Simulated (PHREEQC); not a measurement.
**Spent oxide etchant: an equilibrium model**

A solution holds 140 mmol/kgw NH4HF2, 0.56 mmol/kgw H2SiF6 and 0.53 mmol/kgw HCl, at 50 °C. Closed to the air; pH follows from the charge balance.

Computed with PHREEQC (ion-association model, phreeqc.dat).

The pH is 3.22. The ionic strength comes out as 0.141 mol/kgw. The activity of water is 0.994 and the density comes out as 0.991 g/cm³. The total alkalinity is -144 meq/kg.

```
species  molality  activity   log γ
-------  --------  --------  ------
NH4+        0.140    0.0984  -0.153
HF         0.0992     0.102   0.014
F-         0.0974    0.0706  -0.140
HF2-       0.0417    0.0314  -0.123
H+       0.000751  0.000604  -0.095
SiF6-2   0.000560  0.000179  -0.495
Cl-      0.000530  0.000388  -0.136
NH3       4.56e-7   4.71e-7   0.014
```

No solid was allowed to form. At this temperature some constants are extrapolated from 25 °C, and those without enthalpy data are left unchanged. SiF6-2 is the database's only silicon fluoride.
